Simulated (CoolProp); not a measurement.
Model: reference Helmholtz-energy equation of state, Guder 2009, in CoolProp.

### Question
For sulfur hexafluoride, give the phase and the speed of sound (m/s), Joule-Thomson coefficient (K/MPa), viscosity (µPa s), conductivity (mW/(m K)) at 267.8 K and 5.56 MPa; 293.7 K and 5.56 MPa; 345.5 K and 5.56 MPa.

### Answer
- 267.8 K and 5.56 MPa: liquid; speed of sound 400, Joule-Thomson coefficient -0.0356, viscosity 230, conductivity 67.6
- 293.7 K and 5.56 MPa: liquid; speed of sound 293, Joule-Thomson coefficient 0.330, viscosity 153, conductivity 59.7
- 345.5 K and 5.56 MPa: supercritical; speed of sound 95.3, Joule-Thomson coefficient 7.97, viscosity 34.3, conductivity 33.6

Viscosity comes from a separate model (Quiñones-Cisneros 2012). Thermal conductivity comes from a separate model (Assael 2012).
